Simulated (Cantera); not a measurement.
Input (Python, Cantera) and output of one run.

```python
import numpy as np
import cantera as ct

gas_names = """
    Cu CuF CuF2 Cu2 F F2 H HF H2 H2F2 H3F3 H4F4 H5F5 H6F6 H7F7 N NF NF2 NF3 NH NH2 NH3 N2 N2H2 N2H4
""".split()
cond_names = """
    Cu(cr) Cu(L) CuF2(s) CuF2(L)
""".split()


# ... load() reads the species with a 1 bar reference pressure and builds the phases ...
atoms = {
    'Cu': {'Cu': 1},
    'HF': {'H': 1, 'F': 1},
    'N2': {'N': 2},
}
top_T = {}  # K; cautious upper limits of use, not melting points


# ... equilibrate(T, P, feed) seeds the gas with the atoms and calls Mixture.equilibrate('TP', solver="vcs", rtol=1e-11, max_steps=5000) ...
results = []
feed = {'Cu': 1, 'HF': 1.7, 'N2': 0.96}  # mol
T = 1350  # K
P = 5.5  # Pa
mix = equilibrate(T, P, feed)
results.append((T, P, feed, dict(zip(mix.species_names, mix.species_moles))))
x = sorted(zip(gas.X, gas.species_names), reverse=True)
print(f"T = {T:g} K  P = {P:g} Pa  gas = {mix.phase_moles(0):.4g} mol")
print("   x: " + "  ".join(f"{s} {v:.3e}" for v, s in x if v > 1e-05))
print("   condensed (mol): " + ("  ".join(f"{mix.phase(i).name} {mix.phase_moles(i):.4g}"
      for i in range(1, mix.n_phases) if mix.phase_moles(i) > 1e-12) or "none"))
```

Output:

```
T = 1350 K  P = 5.5 Pa  gas = 2.688 mol
   x: HF 6.292e-01  N2 3.571e-01  Cu 8.895e-03  CuF 3.187e-03  H2 1.587e-03  H 1.280e-05
   condensed (mol): Cu(cr) 0.9675
```

Cantera equilibrium calculation (NASA polynomials, part measured and part estimated; ideal gas, pure solids and liquids).
